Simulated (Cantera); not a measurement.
Reactions in the system Fe-N-O

Source: NASA polynomial tables (part measured, part estimated), evaluated in Cantera. Values are per mole of reaction as written; species without (g) are pure solids or liquids, kept so even where they would boil at 1 bar.

O3(g) + 2 Fe → Fe2O3

```tsv
T (K)	ΔH° (kJ)	ΔS° (J/K)	ΔG° (kJ)	log10 K	condensed phases
300	-967.1	-206.2	-905.2	157.61	Fe(α), Fe2O3(s)
450	-964.1	-198.3	-874.9	101.55	Fe(α), Fe2O3(s)
550	-961.8	-193.6	-855.3	81.23	Fe(α), Fe2O3(s)
650	-959.1	-189.1	-836.2	67.19	Fe(α), Fe2O3(s)
750	-955.9	-184.6	-817.5	56.93	Fe(α), Fe2O3(s)
850	-952.7	-180.5	-799.2	49.11	Fe(α), Fe2O3(s)
950	-950.4	-178.0	-781.3	42.96	Fe(α), Fe2O3(s)
1050	-952.5	-180.0	-763.5	37.98	Fe(α), Fe2O3(s)
1150	-953.4	-180.9	-745.4	33.86	Fe(α), Fe2O3(s)
1250	-953.5	-180.9	-727.3	30.39	Fe(γ), Fe2O3(s)
1350	-951.8	-179.7	-709.3	27.44	Fe(γ), Fe2O3(s)
1450	-950.5	-178.7	-691.3	24.90	Fe(γ), Fe2O3(s)
```

2 Fe2O3 + 3 N(g) → 3 NO2(g) + 4 Fe

```
T (K)  ΔH° (kJ)  ΔS° (J/K)  ΔG° (kJ)  log10 K  condensed phases
-----  --------  ---------  --------  -------  ----------------
300       335.1      194.7     276.6   -48.17   Fe2O3(s), Fe(α)
450       324.9      167.3     249.6   -28.97   Fe2O3(s), Fe(α)
550       317.5      152.6     233.6   -22.18   Fe2O3(s), Fe(α)
650       309.7      139.6     219.0   -17.60   Fe2O3(s), Fe(α)
750       301.3      127.5     205.6   -14.32   Fe2O3(s), Fe(α)
850       292.8      116.9     193.4   -11.89   Fe2O3(s), Fe(α)
950       286.6      110.0     182.1   -10.01   Fe2O3(s), Fe(α)
1050      289.4      112.6     171.2    -8.51   Fe2O3(s), Fe(α)
1150      289.8      113.1     159.7    -7.26   Fe2O3(s), Fe(α)
1250      288.9      112.4     148.4    -6.20   Fe2O3(s), Fe(γ)
1350      284.6      109.0     137.4    -5.31   Fe2O3(s), Fe(γ)
1450      280.9      106.4     126.6    -4.56   Fe2O3(s), Fe(γ)
```
